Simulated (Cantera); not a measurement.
A closed system holds: 1 mol Si, 3 mol HCl, 17 mol H₂, held at 89000 Pa.

Cantera equilibrium calculation (NASA polynomials, part measured and part estimated; ideal gas, pure solids and liquids). Candidate condensed phases: Si; 19 gas species. The tables' values for SiCl₃ are old estimates; treat these amounts as uncertain. Equilibrium is a limit: real reactors are often held back by kinetics, nucleation or transport.

x: gas mole fraction; n: condensed amount in mol.

```
T (K)   x H₂   x HCl   x SiCl₂   x SiCl₄  x SiHCl₃  n Si(s)
-----  -----  ------  --------  --------  --------  -------
1023   0.948  0.0101  0.000190    0.0221    0.0176    0.194
1123   0.940  0.0204  0.000931    0.0199    0.0157    0.242
1223   0.929     [?]       [?]       [?]       [?]      [?]
1323   0.914  0.0530   0.00840    0.0105   0.00915    0.351
1423   0.900  0.0687    0.0158   0.00516   0.00525    0.376
1523   0.890  0.0784       [?]       [?]       [?]    0.379
1623   0.886  0.0825    0.0269  0.000620   0.00103    0.371
```

Q: Complete the blanks.

A: 
- 1223, x HCl: 0.0353
- 1223, x SiCl₂: 0.00327
- 1223, x SiCl₄: 0.0159
- 1223, x SiHCl₃: 0.0129
- 1223, n Si(s): 0.300
- 1523, x SiCl₂: 0.0226
- 1523, x SiCl₄: 0.00192
- 1523, x SiHCl₃: 0.00245
